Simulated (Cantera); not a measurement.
Ignition delay

Mixture: CH₄ : CO : O₂ : N₂ : CO₂ = 1 : 0.14 : 1.03 : 3.89 : 0.41 (molar parts), equivalence ratio 2.0, at 5.00 bar, adiabatic and at constant volume. Ignition delay is the time to a rise of 400 K.

Detailed kinetics in Cantera: GRI-Mech 3.0 (53 species, 325 reactions).

| T0 (K) | delay (ms) |
|---|---|
| 1175 | 27.3 |
| 1275 | 7.10 |
| 1375 | 2.09 |
| 1475 | 0.676 |
| 1575 | 0.238 |
| 1675 | 0.0929 |
| 1775 | 0.0405 |

The apparent activation energy between 1575 and 1775 K is 210 kJ/mol.
